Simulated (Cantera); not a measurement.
Si2Cl6 + Cl2 + N2 (silicon epitaxy and polysilicon growth)

Input: 1 mol Si2Cl6, 0.02 mol Cl2, 200 mol N2, held at 73000 Pa.

These are equilibrium values from Cantera (NASA tables, ideal gas, pure condensed phases), not measurements of a reactor. Candidate condensed phases: Si, Si3N4; 13 gas species. The feed counts by its element totals alone. N2 is the only nitrogen source here; it is nearly inert below about 1500 K, so the nitride shown seldom forms there in practice. The tables' values for SiCl3 are old estimates; treat these amounts as uncertain. The numbers say what is thermodynamically allowed, not how fast it happens.

From 1023 K to 1573 K the condensed part is Si3N4(s). The main Si-bearing gas is SiCl4 throughout.

```json
[
 {"T (K)": "1023", "log p N2": "-0.14", "log p SiCl4": "-2.26", "log p SiCl2": "-7.45", "log p SiCl3": "-5.52", "log p Cl": "-8.87", "log p SiCl": "<-12", "log p Cl2": "-11.20", "n Si3N4(s)": "0.163"},
 {"T (K)": "1073", "log p N2": "-0.14", "log p SiCl4": "-2.26", "log p SiCl2": "-6.78", "log p SiCl3": "-5.12", "log p Cl": "-8.33", "log p SiCl": "<-12", "log p Cl2": "-10.72", "n Si3N4(s)": "0.163"},
 {"T (K)": "1123", "log p N2": "-0.14", "log p SiCl4": "-2.26", "log p SiCl2": "-6.17", "log p SiCl3": "-4.77", "log p Cl": "-7.83", "log p SiCl": "<-12", "log p Cl2": "-10.27", "n Si3N4(s)": "0.163"},
 {"T (K)": "1173", "log p N2": "-0.14", "log p SiCl4": "-2.26", "log p SiCl2": "-5.62", "log p SiCl3": "-4.44", "log p Cl": "-7.38", "log p SiCl": "<-12", "log p Cl2": "-9.86", "n Si3N4(s)": "0.162"},
 {"T (K)": "1223", "log p N2": "-0.14", "log p SiCl4": "-2.27", "log p SiCl2": "-5.11", "log p SiCl3": "-4.14", "log p Cl": "-6.97", "log p SiCl": "<-12", "log p Cl2": "-9.49", "n Si3N4(s)": "0.161"},
 {"T (K)": "1273", "log p N2": "-0.14", "log p SiCl4": "-2.27", "log p SiCl2": "-4.65", "log p SiCl3": "-3.87", "log p Cl": "-6.59", "log p SiCl": "-11.58", "log p Cl2": "-9.15", "n Si3N4(s)": "0.159"},
 {"T (K)": "1323", "log p N2": "-0.14", "log p SiCl4": "-2.28", "log p SiCl2": "-4.22", "log p SiCl3": "-3.62", "log p Cl": "-6.24", "log p SiCl": "-10.74", "log p Cl2": "-8.83", "n Si3N4(s)": "0.155"},
 {"T (K)": "1373", "log p N2": "-0.14", "log p SiCl4": "-2.29", "log p SiCl2": "-3.83", "log p SiCl3": "-3.39", "log p Cl": "-5.91", "log p SiCl": "-9.97", "log p Cl2": "-8.54", "n Si3N4(s)": "0.147"},
 {"T (K)": "1423", "log p N2": "-0.14", "log p SiCl4": "-2.32", "log p SiCl2": "-3.47", "log p SiCl3": "-3.19", "log p Cl": "-5.61", "log p SiCl": "-9.25", "log p Cl2": "-8.28", "n Si3N4(s)": "0.133"},
 {"T (K)": "1473", "log p N2": "-0.14", "log p SiCl4": "-2.36", "log p SiCl2": "-3.14", "log p SiCl3": "-3.02", "log p Cl": "-5.34", "log p SiCl": "-8.59", "log p Cl2": "-8.05", "n Si3N4(s)": "0.108"},
 {"T (K)": "1523", "log p N2": "-0.14", "log p SiCl4": "-2.42", "log p SiCl2": "-2.86", "log p SiCl3": "-2.88", "log p Cl": "-5.09", "log p SiCl": "-7.98", "log p Cl2": "-7.84", "n Si3N4(s)": "0.0687"},
 {"T (K)": "1573", "log p N2": "-0.14", "log p SiCl4": "-2.53", "log p SiCl2": "-2.61", "log p SiCl3": "-2.78", "log p Cl": "-4.86", "log p SiCl": "-7.42", "log p Cl2": "-7.67", "n Si3N4(s)": "0.0113"}
]
```
log p: log10 of the partial pressure in bar; n: condensed amount in mol.
